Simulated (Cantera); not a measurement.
Mixture: CH4 : O2 : N2 = 1 : 3.77 : 16.2 (molar parts), equivalence ratio 0.53, at 33000 Pa, adiabatic and at constant pressure. Ignition delay is the time to a rise of 400 K.

Model: GRI-Mech 3.0 (53 species, 325 reactions), integrated in Cantera.

What does this change do: CH4 1 to 2.3 parts?


| quantity | before | after |
|---|---|---|
| delay at 1275 K | 30.5 ms | 47.6 ms |
| delay at 1475 K | 3.22 ms | 4.21 ms |
| delay at 1675 K | 0.705 ms | 0.763 ms |
| delay at 1875 K | 0.226 ms | 0.223 ms |
| apparent activation energy between 1775 and 1975 K | 150 kJ/mol | 160 kJ/mol |
